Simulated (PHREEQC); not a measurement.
A made-up water analysis in mg/L, 25 °C, pH 6.52, pe -1.6:

```tsv
constituent	mg/L
Na	341
K	41.4
Ca	130
Mg	83.2
Cl	430
S(6) as SO4	46.8
Alkalinity as HCO3	977
N(-3) as NH4	0.105
B	2.28
Sr	0.889
```

Valence states are taken as typed.

The numbers come from PHREEQC with the ion-association model, phreeqc.dat.

This is a speciation only: nothing precipitates in the calculation.

**Question.** What specific conductance, charge-balance error does the model give?

**Answer.** specific conductance 2730 µS/cm; charge-balance error 0.2 %.

**Question.** In which forms is Sr present?

**Answer.** Sr+2 88 %, SrHCO3+ 11 %, SrSO4 1.6 % of the Sr.
